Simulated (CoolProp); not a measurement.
Vapour-liquid equilibrium of p-xylene (1) + n-nonane (2) at 0.0798 MPa; x and y are mole fractions of (1).

Model: multi-fluid Helmholtz-energy mixture model, Zhou 2012 and Lemmon 2006; pair parameters Bell 2016, in CoolProp.

```tsv
x	bubble temperature (K)	y at the bubble point	dew temperature at overall composition x (K)	liquid density (mol/L)
0.05	414.3	0.071	414.5	4.897
0.15	___	___	___	5.078
0.25	411.3	0.320	412.1	5.269
0.35	409.9	0.429	___	5.472
0.45	408.7	___	409.7	5.688
0.55	___	0.626	408.5	5.918
0.65	406.4	0.717	407.3	6.164
0.75	405.4	0.804	___	6.427
0.85	404.3	___	404.8	6.710
0.95	403.3	0.963	403.4	7.013
```

Question: Complete the blanks.

Answer: 
- 0.15, bubble temperature (K): 412.7
- 0.15, y at the bubble point: 0.201
- 0.15, dew temperature at overall composition x (K): 413.3
- 0.35, dew temperature at overall composition x (K): 410.9
- 0.45, y at the bubble point: 0.530
- 0.55, bubble temperature (K): 407.6
- 0.75, dew temperature at overall composition x (K): 406.0
- 0.85, y at the bubble point: 0.886

No azeotrope shows between x = 0.05 and 0.95.

The pair parameters rest on a limited set of measurements; away from them the model extrapolates.
